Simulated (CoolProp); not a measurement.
Vapour-liquid equilibrium of n-pentane (1) + acetone (2) at 2.52 bar; x and y are mole fractions of (1).

The numbers come from the multi-fluid Helmholtz-energy mixture model, Thol 2019 and Lemmon 2006; pair parameters Bell 2016 in CoolProp.

Problem. Give the bubble temperature and the first vapour's composition at x = 0.35, 0.55, 0.85. Is there an azeotrope?

Solution. x = 0.35: 63.9 °C, y = 0.584; x = 0.55: 61.9 °C, y = 0.656; x = 0.85: 62.0 °C, y = 0.798. y crosses x between x = 0.65 and 0.75: the model has an azeotrope there.

The pair parameters rest on a limited set of measurements; away from them the model extrapolates.
